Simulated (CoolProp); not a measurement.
Vapour-liquid equilibrium of benzene (1) + octamethylcyclotetrasiloxane (D4) (2) at 0.385 MPa; x and y are mole fractions of (1).

Computed with CoolProp (multi-fluid Helmholtz-energy mixture model, Thol 2012 and Thol 2015; pair parameters Bell 2016).

```tsv
x	bubble temperature (K)	y at the bubble point	dew temperature at overall composition x (K)	liquid density (mol/L)
0.05	502.6	0.154	507.9	2.396
0.125	490.2	0.368	504.1	2.633
0.2	477.8	0.544	500.1	2.895
0.275	466.1	0.676	495.9	3.183
0.35	455.7	0.770	491.3	3.500
0.425	446.5	0.836	486.5	3.852
0.5	438.6	0.883	481.2	4.248
0.575	431.7	0.917	475.3	4.702
0.65	425.5	0.942	468.7	5.229
0.725	420.0	0.962	461.0	5.853
0.8	415.0	0.976	451.8	6.606
0.875	410.4	0.988	440.1	7.531
0.95	406.3	0.996	423.5	8.695
```

No azeotrope shows between x = 0.05 and 0.95.

The pair parameters rest on a limited set of measurements; away from them the model extrapolates.
